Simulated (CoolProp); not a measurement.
Methanol along the isobar 9.15 bar: Z from the reference equation and from simpler models built on Tc = 513.4 K, pc = 82.16 bar, ω = 0.565; each cubic takes its own stable root.

Model: reference Helmholtz-energy equation of state, de Reuck 1993, in CoolProp.

```
T (K)   phase  reference
-----  ------  ---------
299.6  liquid    0.01498
322.3  liquid    0.01431
345    liquid    0.01378
367.7  liquid    0.01336
390.5  liquid    0.01306
413.2     gas     0.8677
435.9     gas     0.9132
458.6     gas     0.9357
481.3     gas     0.9501
```

Problem. How far does each simpler model (van der Waals, Redlich-Kwong, Soave-Redlich-Kwong) lie from the reference over these 9 states: mean and median of the absolute difference, and the worst?

Solution. 
- van der Waals: mean 2954.9 %, median 104.2 %, worst +7044.0 % at 390.5 K and 9.15 bar
- Redlich-Kwong: mean 784.1 %, median 38.5 %, worst +6883.9 % at 390.5 K and 9.15 bar
- Soave-Redlich-Kwong: mean 17.8 %, median 29.8 %, worst +32.3 % at 390.5 K and 9.15 bar

At some of these states van der Waals, Redlich-Kwong gives the other phase, because its saturation line lies elsewhere.
